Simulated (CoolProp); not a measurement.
Computed with CoolProp (reference Helmholtz-energy equation of state, Wagner 2002).

For water, give the phase and the Z, isothermal compressibility (1/MPa), expansivity (1/kK) at 555.6 K and 1000 bar.


- 555.6 K and 1000 bar: liquid; Z 0.463, isothermal compressibility 0.000842, expansivity 1.29
